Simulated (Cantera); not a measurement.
Cantera run, input and output.

```python
import numpy as np
import cantera as ct

gas = ct.Solution("h2o2.yaml")
gas.TPX = 575, 420000, {'H2': 1, 'O2': 0.521, 'N2': 1.82}
flame = ct.FreeFlame(gas, width=0.015)
flame.set_refine_criteria(ratio=3, slope=0.08, curve=0.16)
flame.transport_model = "mixture-averaged"
flame.solve(loglevel=0, auto=True)
flame.transport_model = "multicomponent"
flame.soret_enabled = False
flame.solve(loglevel=0, refine_grid=True)
z, T = flame.grid, flame.T
thick = (T[-1] - T[0]) / np.gradient(T, z).max()
show = ['H2', 'O2', 'H2O', 'H2O2', 'OH', 'H']
print(f"laminar burning velocity  {flame.velocity[0] * 100:.3f} cm/s")
print(f"burnt temperature         {T[-1]:.1f} K")
print(f"thermal thickness         {thick * 1e3:.4f} mm")
print(f"grid points               {len(z)}")
z0 = z[flame.heat_release_rate.argmax()]
print(f"{'z/mm':>9s}{'T/K':>9s}{'u/(m/s)':>9s}" + "".join(f"{s:>11s}" for s in show))
rows = []
for k in (-3, -2, -1.5, -1, -0.5, -0.25, 0, 0.25, 0.5, 1, 2, 4, 8):
    zz = z0 + k * thick
    rows.append([k * thick, np.interp(zz, z, T), np.interp(zz, z, flame.velocity),
                 *(np.interp(zz, z, flame.X[gas.species_index(s)]) for s in show)])
    print(f"{rows[-1][0] * 1e3:9.3f}{rows[-1][1]:9.1f}{rows[-1][2]:9.3f}" + "".join(f"{x:11.3e}" for x in rows[-1][3:]))
```

Result:

```
laminar burning velocity  677.668 cm/s
burnt temperature         2599.0 K
thermal thickness         0.0699 mm
grid points               111
     z/mm      T/K  u/(m/s)         H2         O2        H2O       H2O2         OH          H
   -0.210    575.0    6.777  2.993e-01  1.559e-01  6.522e-11  1.183e-13  3.996e-15  2.858e-15
   -0.140    575.0    6.777  2.993e-01  1.559e-01  4.121e-09  1.049e-11  4.966e-13  3.644e-13
   -0.105    575.0    6.776  2.993e-01  1.560e-01  5.228e-08  1.636e-10  7.803e-12  5.845e-12
   -0.070    575.2    6.775  2.988e-01  1.561e-01  3.128e-06  1.562e-08  6.606e-10  1.080e-09
   -0.035    603.7    7.020  2.882e-01  1.575e-01  1.278e-03  1.132e-05  3.233e-05  3.869e-05
   -0.017    880.2    9.879  2.441e-01  1.512e-01  2.739e-02  7.047e-05  1.186e-03  3.180e-03
    0.000   1369.6   14.822  1.526e-01  1.129e-01  1.145e-01  2.137e-05  4.319e-03  2.023e-02
    0.017   1717.8   18.331  7.717e-02  6.150e-02  2.060e-01  4.897e-06  1.144e-02  3.435e-02
    0.035   1901.9   20.163  5.049e-02  3.860e-02  2.444e-01  2.939e-06  1.663e-02  3.399e-02
    0.070   2087.9   21.924  4.039e-02  2.818e-02  2.656e-01  1.763e-06  1.980e-02  2.538e-02
    0.140   2260.3   23.473  3.451e-02  2.326e-02  2.818e-01  1.184e-06  1.988e-02  1.591e-02
    0.279   2405.7   24.728  2.739e-02  1.911e-02  2.980e-01  8.891e-07  1.804e-02  8.938e-03
    0.559   2511.3   25.608  2.046e-02  1.584e-02  3.116e-01  7.355e-07  1.540e-02  4.809e-03
```

Model: the H2/O2 subset of GRI-Mech 3.0, which has no nitrogen chemistry, integrated in Cantera. The hydrogen kinetics of GRI-Mech 3.0 are dated; newer H2 mechanisms differ, most at raised pressure. Burning velocities carry a grid error of a few per cent, more on coarse grids.
